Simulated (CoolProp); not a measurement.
Vapour-liquid equilibrium of R22 (1) + R123 (2) at 247.9 K; x and y are mole fractions of (1).

Computed with CoolProp (multi-fluid Helmholtz-energy mixture model, Kamei 1995 and Younglove 1994; pair parameters Bell 2016).

```
x     bubble pressure, mixture model (bar)  bubble pressure, Raoult's law (bar)  y, mixture model  y, Raoult's law
----  ------------------------------------  -----------------------------------  ----------------  ---------------
0.05                                0.1790                               0.1846        (withheld)            0.540
0.15                            (withheld)                               0.3750        (withheld)            0.798
0.25                                0.5727                               0.5655             0.880            0.882
0.35                                0.7748                               0.7560             0.923            0.923
0.45                                0.9724                               0.9465             0.947            0.948
0.55                            (withheld)                                1.137        (withheld)            0.965
0.65                                 1.348                                1.327             0.974            0.976
0.75                            (withheld)                                1.518        (withheld)            0.985
0.85                            (withheld)                                1.708             0.990            0.992
0.95                                 1.896                                1.899             0.997            0.998
```

Q: What belongs in the gaps?

A: 
- 0.05, y, mixture model: 0.523
- 0.15, bubble pressure, mixture model (bar): 0.3714
- 0.15, y, mixture model: 0.793
- 0.55, bubble pressure, mixture model (bar): 1.163
- 0.55, y, mixture model: 0.963
- 0.75, bubble pressure, mixture model (bar): 1.528
- 0.75, y, mixture model: 0.983
- 0.85, bubble pressure, mixture model (bar): 1.709

The largest gap from Raoult's law is -3.0 % in bubble pressure, at x = 0.05. No azeotrope shows between x = 0.05 and 0.95.

The pair parameters rest on a limited set of measurements; away from them the model extrapolates. The gap from Raoult's law changes sign with composition, which may be real or a fault of the pair parameters; it wasn't checked against measurements.
